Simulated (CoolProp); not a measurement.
A Linde-Hampson liquefier for methane: isothermal reversible compression at 300 K from 1 atm to 10 MPa, throttling to 1 atm, return gas leaving the recuperator 10 K below the feed. Each further row changes one setting.

The numbers come from the reference Helmholtz-energy equation of state, Setzmann 1991 in CoolProp.

```csv
case,liquid yield per pass,compression work (kJ/kg of gas)
as stated,0.086,689
high pressure 20 MPa,0.175,779
warm-end temperature 330 K,0.059,767
warm-end gap 15 K,0.075,689
```
